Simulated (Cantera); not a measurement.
Input: 1 mol trisilylamine, 0.86 mol NH3, held at 477 °C and 10.0 mbar.

These are equilibrium values from Cantera (NASA tables, ideal gas, pure condensed phases), not measurements of a reactor. Candidate condensed phases: Si, Si3N4; 18 gas species. The feed counts by its element totals alone. Rates play no part.

Base state: H2 1.00 (mole fractions); condensed: Si(s) + Si3N4(s).

**Question.** What changes in the equilibrium state with this change: NH3 from 0.86 to 28 mol?

**Answer.** 
```
species        before    after
-------------  ------  -------
H2               1.00    0.788
N2              <1e-9    0.212
NH3             <1e-9  1.65e-5
Si(s), mol       1.60        0
Si3N4(s), mol   0.465     1.00
```
